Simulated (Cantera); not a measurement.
Charge: 1 mol SiO2, 3.5 mol MgO, 4.4 mol H2O, held at 1.00 Torr.

Cantera equilibrium calculation (NASA polynomials, part measured and part estimated; ideal gas, pure solids and liquids). Candidate condensed phases: H2O, Mg, MgO, Mg(OH)2, MgSiO3, Mg2SiO4, Si, SiO2; 24 gas species. Mutual solubility and eutectic melting of coexisting phases are not modelled. The tables' values for SiO2, MgH are old estimates; treat these amounts as uncertain. Condensed phases not in the tables: alloys, solid solutions and most ternary compounds. Kinetics and transport are ignored.

At 2375 K, list the 4 most abundant gas species with their mole fractions, and the condensed phases.

H2O 0.253, Mg 0.231, O2 0.142, H 0.0929. Condensed: MgO(s) + Mg2SiO4(l).
